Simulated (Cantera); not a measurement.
An isothermal, constant-pressure homogeneous reactor starts with NH3 : H2 = 1 : 4.1 (molar parts), at 1775 K and 17.3 Torr.

Cantera simulation using the gas-phase N/H chemistry of the illustrative SiF4/NH3 mechanism in the Surface Chemkin manual (1991); the numbers are that mechanism's predictions, not measurements. Walls and surfaces, which speed up NH3 decomposition in real reactors, are not modelled.

x: mole fraction; the columns are a selection and need not sum to one.

| t (s) | x NH3 | x H2 | x N2 | x H | x NH | x N2H2 | x N2H4 |
|---|---|---|---|---|---|---|---|
| 7.00e-6 | 0.196 | 0.804 | <1e-12 | 2.36e-8 | <1e-12 | <1e-12 | <1e-12 |
| 2.81e-5 | 0.196 | 0.804 | <1e-12 | 1.01e-7 | <1e-12 | <1e-12 | <1e-12 |
| 0.000112 | 0.196 | 0.804 | <1e-12 | [?] | 5.37e-12 | <1e-12 | <1e-12 |
| 0.000451 | 0.196 | 0.804 | 4.26e-12 | 1.67e-6 | 1.06e-10 | 6.33e-12 | <1e-12 |
| 0.00181 | 0.196 | 0.804 | 6.84e-10 | [?] | [?] | 1.45e-10 | 1.56e-12 |
| 0.00724 | 0.196 | 0.804 | 6.14e-8 | 2.69e-5 | 2.90e-8 | 2.78e-9 | 2.53e-11 |
| 0.0290 | 0.196 | 0.804 | 5.47e-6 | 0.000106 | 4.49e-7 | 5.85e-8 | 3.94e-10 |
| 0.116 | 0.195 | 0.804 | 0.000316 | 0.000252 | 2.49e-6 | 4.54e-7 | 2.19e-9 |
| 0.466 | 0.190 | 0.807 | 0.00233 | 0.000260 | 2.57e-6 | 4.63e-7 | 2.21e-9 |
| 1.87 | 0.172 | 0.817 | 0.00981 | 0.000272 | 2.48e-6 | 4.06e-7 | 1.93e-9 |
| 7.49 | 0.119 | 0.848 | 0.0321 | 0.000316 | 2.16e-6 | 2.51e-7 | 1.16e-9 |
| 30.0 | 0.0351 | 0.897 | 0.0673 | 0.000485 | 1.36e-6 | 5.33e-8 | 2.11e-10 |

Q: Some entries are withheld; supply them.

A: 
- 0.000112, x H: 4.15e-7
- 0.00181, x H: 6.72e-6
- 0.00181, x NH: 1.79e-9
